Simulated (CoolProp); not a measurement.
Oxygen along the isobar 7.13 MPa: Z from the reference equation and from simpler models built on Tc = 154.6 K, pc = 5.046 MPa, ω = 0.022; each cubic takes its own stable root.

Computed with CoolProp (reference Helmholtz-energy equation of state, Schmidt 1985).

| T (K) | phase | reference | van der Waals | Redlich-Kwong | Soave-Redlich-Kwong | Peng-Robinson |
|---|---|---|---|---|---|---|
| 63.9 | liquid | 0.3372 | 0.4922 | 0.3328 | 0.3375 | 0.3009 |
| 83.2 | liquid | 0.2776 | 0.4005 | 0.2734 | … | 0.2459 |
| 102.5 | liquid | 0.2441 | 0.3486 | 0.2424 | … | 0.2168 |
| 121.8 | liquid | 0.2269 | … | 0.2303 | … | … |
| 141.1 | liquid | … | 0.3159 | 0.2398 | 0.2398 | 0.2135 |
| 160.4 | supercritical | 0.2874 | 0.3592 | 0.3266 | 0.3276 | 0.3003 |
| 179.6 | supercritical | 0.6375 | 0.6061 | 0.6401 | 0.6461 | 0.6127 |
| 198.9 | supercritical | 0.7701 | … | 0.7689 | … | 0.7447 |

Q: Fill in the missing entries.

A: 
- 83.2, Soave-Redlich-Kwong: 0.2766
- 102.5, Soave-Redlich-Kwong: 0.2444
- 121.8, van der Waals: 0.3212
- 121.8, Soave-Redlich-Kwong: 0.2313
- 121.8, Peng-Robinson: 0.2050
- 141.1, reference: 0.2263
- 198.9, van der Waals: 0.7416
- 198.9, Soave-Redlich-Kwong: 0.7770
